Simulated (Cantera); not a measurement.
Premixed flame

A freely propagating, adiabatic, planar premixed flame of H₂ : O₂ : N₂ = 0.79 : 0.455 : 1.71 (molar parts), unburnt at 625 K and 2.00 bar; mixture-averaged transport, grid criteria slope 0.08 and curve 0.16, no radiation.

Model: the H2/O2 subset of GRI-Mech 3.0, which has no nitrogen chemistry, integrated in Cantera. Burning velocities carry a grid error of a few per cent, more on coarse grids.

```csv
z (mm),T (K),u (m/s),x H₂,x O₂,x HO₂,x H₂O₂,x O,x OH
-0.575,625,7.21,0.267,0.154,<1e-8,<1e-8,<1e-8,<1e-8
-0.383,625,7.21,0.267,0.154,<1e-8,<1e-8,<1e-8,<1e-8
-0.287,625,7.21,0.267,0.154,<1e-8,<1e-8,<1e-8,<1e-8
-0.192,625,7.21,0.267,0.154,8.68e-7,<1e-8,<1e-8,<1e-8
-0.0958,645,7.38,0.260,0.155,0.000319,5.97e-6,9.25e-6,5.07e-5
-0.0479,874,9.72,0.221,0.149,0.000347,2.82e-5,0.000433,0.000991
0,1317,14.2,0.127,0.110,0.000163,1.06e-5,0.00548,0.00449
0.0479,1632,17.3,0.0556,0.0604,7.73e-5,4.07e-6,0.0118,0.0115
0.0958,1793,18.9,0.0372,0.0437,4.77e-5,2.32e-6,0.0130,0.0156
0.192,1962,20.5,0.0315,0.0373,3.11e-5,1.27e-6,0.0111,0.0181
0.383,2123,21.9,0.0266,0.0333,1.98e-5,7.82e-7,0.00810,0.0187
0.767,2265,23.1,0.0202,0.0298,1.20e-5,5.51e-7,0.00526,0.0176
1.53,2374,24.1,0.0137,0.0271,7.64e-6,4.43e-7,0.00312,0.0151
```
x: mole fraction of selected species; z is measured from the peak of heat release.

```json
{
 "laminar_burning_velocity": "721 cm/s",
 "thermal_thickness": "0.192 mm",
 "peak x(HO₂)": "0.000480",
 "peak x(H₂O₂)": "2.83e-5",
 "peak x(O)": "0.0131",
 "peak x(OH)": "0.0187"
}
```
